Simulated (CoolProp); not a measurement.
Vapour-liquid equilibrium of acetone (1) + p-xylene (2) at 1.94 bar; x and y are mole fractions of (1).

Values from CoolProp's multi-fluid Helmholtz-energy mixture model, Lemmon 2006 and Zhou 2012; pair parameters Bell 2016.

Question: Give the bubble temperature and the first vapour's composition at x = 0.2, 0.425, 0.725. Is there an azeotrope?

Answer: x = 0.2: 115.9 °C, y = 0.756; x = 0.425: 97.5 °C, y = 0.890; x = 0.725: 85.2 °C, y = 0.956. No azeotrope shows between x = 0.05 and 0.95.

The pair parameters rest on a limited set of measurements; away from them the model extrapolates.
